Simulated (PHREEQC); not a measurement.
## Metal-bearing waste water (model solution)

Solution (20 °C): 0.026 mol NiSO4, 0.15 mol CuCl2 and 0.0001 mol NaH2PO4 per kg of water. Closed to the air; pH follows from the charge balance.

Model: ion-association model, wateq4f.dat, run in PHREEQC.

```yaml
pH: 4.30
ionic_strength: 0.444 mol/kgw
activity_of_water: 0.992
```

```json
[
 {"species": "Cl-", "molality": "0.274", "activity": "0.179", "log γ": "-0.184"},
 {"species": "Cu+2", "molality": "0.118", "activity": "0.0309", "log γ": "-0.584"},
 {"species": "Ni+2", "molality": "0.0190", "activity": "0.00549", "log γ": "-0.539"},
 {"species": "CuCl+", "molality": "0.0176", "activity": "0.0116", "log γ": "-0.180"},
 {"species": "CuSO4", "molality": "0.0130", "activity": "0.0144", "log γ": "0.044"},
 {"species": "SO4-2", "molality": "0.0108", "activity": "0.00236", "log γ": "-0.662"},
 {"species": "NiCl+", "molality": "0.00337", "activity": "0.00247", "log γ": "-0.135"}
]
```

No solid was allowed to form. The solution is supersaturated, for example in Atacamite, Antlerite, so a real one may precipitate; this is no full list. H3PO4, which wateq4f.dat lacks, is added to it with the constant of phreeqc.dat. The database has no phosphate complexes of Cu, Ni.
